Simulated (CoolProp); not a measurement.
Saturation properties of cyclohexane.

The numbers come from the reference Helmholtz-energy equation of state, Zhou 2014 in CoolProp.

```
T (K)     p (MPa)  vapour density (kg/m³)  vapour viscosity (µPa s)
-----  ----------  ----------------------  ------------------------
326.7     0.04132                   1.306                      7.56
344.3     0.07530                   2.283                      7.91
362    (withheld)              (withheld)                (withheld)
379.7      0.2072              (withheld)                      8.64
397.3      0.3175                   8.831                      9.03
415        0.4681                   12.83                      9.46
432.7      0.6666                   18.16                      9.94
450.3  (withheld)              (withheld)                      10.5
468         1.239                   34.37                      11.2
```

Some entries are withheld; supply them.


- 362, p (MPa): 0.1286
- 362, vapour density (kg/m³): 3.762
- 362, vapour viscosity (µPa s): 8.27
- 379.7, vapour density (kg/m³): 5.891
- 450.3, p (MPa): 0.9196
- 450.3, vapour density (kg/m³): 25.14

It boils at 353.9 K under 1 atm.

Viscosity comes from a separate model (Tariq 2014).
